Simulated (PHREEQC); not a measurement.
LiOH is added in steps, without added water, to 1 kg of water holding 0.11 mol HNO3 and 6.1e-05 mol NiCl2, at 86 °C. Oxygen is held at 0.21 atm. CO2 from the air is kept out. Solids allowed: Ni(OH)2. Others were left out.

Base run: PHREEQC, ion-association model, wateq4f.dat. Each further column changes one thing. The table gives pH.

```
LiOH added (mol)   base  diluted 2-fold with water
----------------  -----  -------------------------
0                  1.05                          ?
0.012              1.10                       1.45
0.018              1.13                       1.51
0.03               1.19                       1.68
0.042              1.26                          ?
0.048              1.30                       2.23
0.06               1.40                      10.09
0.072              1.52                      10.61
0.078              1.59                      10.74
0.09               1.80                      10.92
0.102              2.19                          ?
0.108              2.80                      11.09
0.12              10.36                          ?
```

Q: Some entries are withheld; supply them.

A: 
- 0, diluted 2-fold with water: 1.34
- 0.042, diluted 2-fold with water: 1.97
- 0.102, diluted 2-fold with water: 11.04
- 0.12, diluted 2-fold with water: 11.17

Away from 25 °C the constants follow the database's enthalpies or fits; those with neither stay at their 25 °C values.
